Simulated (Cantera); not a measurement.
What does this Cantera script print?

```python
import numpy as np
import cantera as ct

gas_names = [...]  # 87 gases of nasa_gas.yaml made of C, H, Si
cond_names = """
    C(gr) C6H6(L) C7H8(L) C8H18(L),n-octa Si(cr) Si(L) SiC(b)
""".split()


# ... load() reads the species with a 1 bar reference pressure and builds the phases ...
atoms = {
    'SiH4': {'Si': 1, 'H': 4},
    'CH4': {'C': 1, 'H': 4},
    'H2': {'H': 2},
}
top_T = {'C(gr)': 4500, 'SiC(b)': 3050}  # K; cautious upper limits of use, not melting points


# ... equilibrate(T, P, feed) seeds the gas with the atoms and calls Mixture.equilibrate('TP', solver="vcs", rtol=1e-11, max_steps=5000) ...
results = []
feed = {'SiH4': 1, 'CH4': 0.017, 'H2': 28}  # mol
P = 13332.2  # Pa
for T in [2173, 2223, 2273, 2323, 2373, 2423, 2473]:
    mix = equilibrate(T, P, feed)
    results.append((T, P, feed, dict(zip(mix.species_names, mix.species_moles))))

top = {s: max(r[3][s] / sum(r[3][g] for g in gas_names) for r in results) for s in gas_names}
cols = sorted((s for s in top if top[s] > 1e-05), key=lambda s: -top[s])[:8]
seen = [c for c in cond_names if any(r[3].get(c, 0) > 1e-12 for r in results)]
print("log10 of partial pressures in bar; condensed amounts in mol")
print(f"{'T/K':>10s}" + "".join(f"{s[:9]:>10s}" for s in cols + seen))
for T, P, feed, n in results:
    ng = sum(n[g] for g in gas_names)
    print(f"{T:10.4g}" + "".join(f"{np.log10(max(n[s] / ng * P / 1e5, 1e-99)):10.3f}" for s in cols)
          + "".join(f"{n.get(c, 0):10.4g}" for c in seen))
```

Result:

```
log10 of partial pressures in bar; condensed amounts in mol
       T/K        H2         H        Si       SiH      SiH2       Si2      Si2C       Si3     Si(L)    SiC(b)
      2173    -0.882    -2.758    -3.548    -4.320    -4.463    -5.367    -4.821    -6.071    0.8955   0.01204
      2223    -0.885    -2.636    -3.337    -4.153    -4.364    -5.114    -4.535    -5.827    0.8436  0.007617
      2273    -0.888    -2.520    -3.136    -3.994    -4.270    -4.871    -4.271    -5.594    0.7638         0
      2323    -0.893    -2.409    -2.943    -3.842    -4.182    -4.640    -4.224    -5.372    0.6469         0
      2373    -0.899    -2.304    -2.759    -3.698    -4.099    -4.419    -4.195    -5.159    0.4757         0
      2423    -0.907    -2.205    -2.582    -3.561    -4.021    -4.207    -4.179    -4.956     0.226         0
      2473    -0.915    -2.109    -2.465    -3.482    -4.001    -4.108    -4.183    -4.918         0         0
```

Cantera equilibrium calculation (NASA polynomials, part measured and part estimated; ideal gas, pure solids and liquids). Mutual solubility and eutectic melting of coexisting phases are not modelled. Gases not in the tables: Si2H6 and higher silanes.
